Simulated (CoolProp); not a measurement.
Model: reference Helmholtz-energy equation of state, Tillner-Roth 1997, in CoolProp.

Problem. For CH2F2 (R32), give the phase and the density (kg/m³), viscosity (µPa s), conductivity (mW/(m K)) at 378.8 K and 8620 kPa; 394.9 K and 8620 kPa; 402.9 K and 8620 kPa.

Solution. 
- 378.8 K and 8620 kPa: supercritical; density 352, viscosity 28.9, conductivity 59.4
- 394.9 K and 8620 kPa: supercritical; density 249, viscosity 23.5, conductivity 45.6
- 402.9 K and 8620 kPa: supercritical; density 224, viscosity 22.6, conductivity 42.8

Viscosity comes from a separate model (Bell 2016), an estimate that may be off by 10 % or more. Thermal conductivity comes from a separate model (Huber 2003), an estimate that may be off by 10 % or more.
